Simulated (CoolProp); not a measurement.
Properties of octamethylcyclotetrasiloxane (D4) at several states (Tc = 586.5 K, pc = 1.347 MPa, ω = 0.598).

Computed with CoolProp (reference Helmholtz-energy equation of state, Thol 2015).

| T (K) | p (MPa) | phase | density (kg/m³) | cv (kJ/(kg K)) |
|---|---|---|---|---|
| 605.3 | 1.31 | gas | ___ | ___ |
| 460.3 | 0.109 | gas | ___ | ___ |
| 537.2 | 1.36 | liquid | ___ | ___ |

Task: Some entries are withheld; supply them.

Result: 
- 605.3, density (kg/m³): 129.6
- 605.3, cv (kJ/(kg K)): 2.038
- 460.3, density (kg/m³): 9.136
- 460.3, cv (kJ/(kg K)): 1.684
- 537.2, density (kg/m³): 628.6
- 537.2, cv (kJ/(kg K)): 1.915
